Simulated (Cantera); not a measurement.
**Equilibrium for carbothermic reduction: CuO + C + H₂**

A closed system holds: 1 mol CuO, a varied amount of C, 2 mol H₂, at 1377 °C and 1.33 mbar.

These are equilibrium values from Cantera (NASA tables, ideal gas, pure condensed phases), not measurements of a reactor. Candidate condensed phases: C, C₆H₆, C₇H₈, C₈H₁₈, Cu, CuO, Cu(OH)₂, Cu₂O, H₂O; 113 gas species. The numbers say what is thermodynamically allowed, not how fast it happens.

From 0.33 mol C to 0.79 mol C the condensed part is Cu(l). From 1.1 mol C to 6 mol C the condensed part is C(graphite) + Cu(l). The main Cu-bearing gas is Cu throughout.

| n(C) (mol) | log p H₂ | log p CO | log p H₂O | log p Cu | log p CO₂ | log p H | log p Cu₂ | log p OH | n Cu(l) | n C(graphite) |
|---|---|---|---|---|---|---|---|---|---|---|
| 0.33 | -3.13 | -3.81 | -3.47 | -4.09 | -4.65 | -5.61 | -7.12 | -7.29 | 0.848 | 0 |
| 0.44 | -3.12 | -3.69 | -3.58 | -4.09 | -4.66 | -5.60 | -7.12 | -7.40 | 0.841 | 0 |
| 0.59 | -3.10 | -3.58 | -3.75 | -4.09 | -4.72 | -5.59 | -7.12 | -7.58 | 0.832 | 0 |
| 0.79 | -3.09 | -3.46 | -4.08 | -4.09 | -4.96 | -5.59 | -7.12 | -7.92 | 0.818 | 0 |
| 1.1 | -3.08 | -3.38 | -9.65 | -4.09 | -10.46 | -5.58 | -7.12 | -13.50 | 0.805 | 0.0998 |
| 1.4 | -3.08 | -3.38 | -9.65 | -4.09 | -10.46 | -5.58 | -7.12 | -13.50 | 0.805 | 0.400 |
| 1.9 | -3.08 | -3.38 | -9.65 | -4.09 | -10.46 | -5.58 | -7.12 | -13.50 | 0.805 | 0.900 |
| 2.5 | -3.08 | -3.38 | -9.65 | -4.09 | -10.46 | -5.58 | -7.12 | -13.50 | 0.805 | 1.50 |
| 3.4 | -3.08 | -3.38 | -9.65 | -4.09 | -10.46 | -5.58 | -7.12 | -13.50 | 0.805 | 2.40 |
| 4.5 | -3.08 | -3.38 | -9.65 | -4.09 | -10.46 | -5.58 | -7.12 | -13.50 | 0.805 | 3.50 |
| 6 | -3.08 | -3.38 | -9.65 | -4.09 | -10.46 | -5.58 | -7.12 | -13.50 | 0.805 | 5.00 |
log p: log10 of the partial pressure in bar; n: condensed amount in mol.
